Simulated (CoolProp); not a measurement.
Vapour pressure (kPa) of hydrogen chloride: the reference equation beside estimates from Tc = 324.7 K, pc = 8314 kPa, ω = 0.130. Clausius-Clapeyron is anchored at 275.4 K with a constant enthalpy of vaporisation of 11.16 kJ/mol.

Computed with CoolProp (reference Helmholtz-energy equation of state, Thol 2018).

```json
[
 {"T (K)": "258.4", "reference": "1726", "Lee-Kesler": "1745", "Clausius-Clapeyron": "1992", "Soave-Redlich-Kwong": "1756", "Peng-Robinson": "1739"},
 {"T (K)": "264.1", "reference": "2029", "Lee-Kesler": "2053", "Clausius-Clapeyron": "2228", "Soave-Redlich-Kwong": "2069", "Peng-Robinson": "2048"},
 {"T (K)": "269.8", "reference": "2370", "Lee-Kesler": "?", "Clausius-Clapeyron": "2481", "Soave-Redlich-Kwong": "2420", "Peng-Robinson": "?"},
 {"T (K)": "275.4", "reference": "2745", "Lee-Kesler": "2776", "Clausius-Clapeyron": "2745", "Soave-Redlich-Kwong": "2806", "Peng-Robinson": "2776"},
 {"T (K)": "281.1", "reference": "3169", "Lee-Kesler": "3203", "Clausius-Clapeyron": "?", "Soave-Redlich-Kwong": "3242", "Peng-Robinson": "?"},
 {"T (K)": "286.8", "reference": "3641", "Lee-Kesler": "3677", "Clausius-Clapeyron": "?", "Soave-Redlich-Kwong": "3724", "Peng-Robinson": "3687"},
 {"T (K)": "292.5", "reference": "?", "Lee-Kesler": "4200", "Clausius-Clapeyron": "3650", "Soave-Redlich-Kwong": "4256", "Peng-Robinson": "4217"},
 {"T (K)": "298.2", "reference": "4742", "Lee-Kesler": "4777", "Clausius-Clapeyron": "3984", "Soave-Redlich-Kwong": "4839", "Peng-Robinson": "?"},
 {"T (K)": "303.9", "reference": "?", "Lee-Kesler": "5413", "Clausius-Clapeyron": "4335", "Soave-Redlich-Kwong": "5478", "Peng-Robinson": "5441"},
 {"T (K)": "309.6", "reference": "6083", "Lee-Kesler": "6111", "Clausius-Clapeyron": "4703", "Soave-Redlich-Kwong": "6174", "Peng-Robinson": "6142"},
 {"T (K)": "315.2", "reference": "6843", "Lee-Kesler": "6866", "Clausius-Clapeyron": "5079", "Soave-Redlich-Kwong": "6916", "Peng-Robinson": "6892"}
]
```

**Question.** Complete the blanks.

**Answer.** 
- 269.8, Lee-Kesler: 2398
- 269.8, Peng-Robinson: 2395
- 281.1, Clausius-Clapeyron: 3030
- 281.1, Peng-Robinson: 3208
- 286.8, Clausius-Clapeyron: 3332
- 292.5, reference: 4164
- 298.2, Peng-Robinson: 4801
- 303.9, reference: 5380

Absolute difference from the reference over all 11 rows, mean and median: Lee-Kesler 0.9 and 1.0 %, Clausius-Clapeyron 12.6 and 12.3 %, Soave-Redlich-Kwong 1.9 and 2.0 %, Peng-Robinson 1.1 and 1.1 %.
